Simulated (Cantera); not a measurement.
A jet of 5.18 % CH4, 5.86 % O2, 89.0 % N2, equivalence ratio 1.8 at 300 K and 0.0870 bar hits a platinum plate 5.3 cm away at a mass flux of 0.11 kg/m²/s; the plate temperature is set and raised in steps from an oxygen-covered start.

Cantera simulation using Deutschmann's 1995 Pt surface mechanism with GRI-Mech 3.0 gas chemistry; the numbers are that mechanism's predictions, not measurements. Catalytic surfaces can have several steady states; this one follows from the mechanism file's or the stated starting coverage.

One state of this run: wall x CH4 = 0.00689; wall x O2 = 0.00239; wall x H2O = 0.0554; wall x OH = <1e-8; wall x CO = 0.0468; wall x CO2 = 0.000245; θ free Pt = 0.708; θ H* = 0.00221; θ CO* = 0.122; θ C* = 0.168. x: mole fraction at the wall; θ: surface coverage.

Task: Which value of plate T (K) does it belong to?
(A) 1100
(B) 1250
(C) 950
(D) 1000

Result: D, 1000
